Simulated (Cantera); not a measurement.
Input (Python, Cantera) and output of one run.

```python
import numpy as np
import cantera as ct

gas_names = """
    B BF BF2 BF3 BN BO BOF BOF2 BO2 B2 B2O B2O2 B2O3 B3O3F3 F FO FO2 F2 F2O N NF NF2 NF3 NO NO2 NO3 N2
    N2O O O2 O3
""".split()
cond_names = """
    B(b) B(L) BN(s) B2O3(L)
""".split()


def load(file, names, dense=False):
    # The tables refer to 1 bar. Condensed volumes are neglected.
    table = {s.name: s for s in ct.Species.list_from_file(file)}
    out = []
    for n in names:
        d = dict(table[n].input_data)
        d["thermo"] = dict(d["thermo"], **{"reference-pressure": 1e5})
        if dense:
            d["equation-of-state"] = {"model": "constant-volume", "density": "1e6 g/cm^3"}
        out.append(ct.Species.from_dict(d))
    return out


gas = ct.Solution(thermo="ideal-gas", species=load("nasa_gas.yaml", gas_names))
cond = {s.name: ct.Solution(thermo="fixed-stoichiometry", species=[s], name=s.name)
        for s in load("nasa_condensed.yaml", cond_names, dense=True)}
atoms = {
    'B2O3': {'B': 2, 'O': 3},
    'NF3': {'N': 1, 'F': 3},
    'O2': {'O': 2},
}
top_T = {'BN(s)': 3200}  # K; cautious upper limits of use, not melting points


def equilibrate(T, P, feed):
    n = {}
    for name, mol in feed.items():
        for a, k in atoms[name].items():
            n[a] = n.get(a, 0.0) + k * mol
    gas.TPX = T, P, n
    mass = sum(n.values()) * gas.mean_molecular_weight
    gas.equilibrate("TP")
    valid = [c for c in cond.values() if c.min_temp <= T <= top_T.get(c.name, c.max_temp)]
    mix = ct.Mixture([(gas, mass / gas.mean_molecular_weight)] + [(c, 0.0) for c in valid])
    mix.T, mix.P = T, P
    mix.equilibrate("TP", solver="vcs", rtol=1e-11, max_steps=5000)
    return mix


results = []
feed = {'B2O3': 1, 'NF3': 4.2, 'O2': 1.3}  # mol
T = 1325  # K
P = 133.322  # Pa
mix = equilibrate(T, P, feed)
results.append((T, P, feed, dict(zip(mix.species_names, mix.species_moles))))
x = sorted(zip(gas.X, gas.species_names), reverse=True)
print(f"T = {T:g} K  P = {P:g} Pa  gas = {mix.phase_moles(0):.4g} mol")
print("   x: " + "  ".join(f"{s} {v:.3e}" for v, s in x if v > 0.001))
print("   condensed (mol): " + ("  ".join(f"{mix.phase(i).name} {mix.phase_moles(i):.4g}"
      for i in range(1, mix.n_phases) if mix.phase_moles(i) > 1e-12) or "none"))
```

Result:

```
T = 1325 K  P = 133.322 Pa  gas = 13.5 mol
   x: F 4.885e-01  O2 2.074e-01  N2 1.555e-01  BF3 1.482e-01
   condensed (mol): none
```

Cantera equilibrium calculation (NASA polynomials, part measured and part estimated; ideal gas, pure solids and liquids).
